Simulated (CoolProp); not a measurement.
The numbers come from the reference Helmholtz-energy equation of state, de Reuck 1990 in CoolProp.

Question: Give the vapour pressure (kPa), liquid density (kg/m³), enthalpy of vaporisation (kJ/kg), liquid cp (kJ/(kg K)) of saturated fluorine at 112.5, 116.2 K.

Answer: 
```tsv
T (K)	p (kPa)	liquid density (kg/m³)	enthalpy of vaporisation (kJ/kg)	liquid cp (kJ/(kg K))
112.5	1050	1280	141	1.71
116.2	1310	1250	135	1.77
```
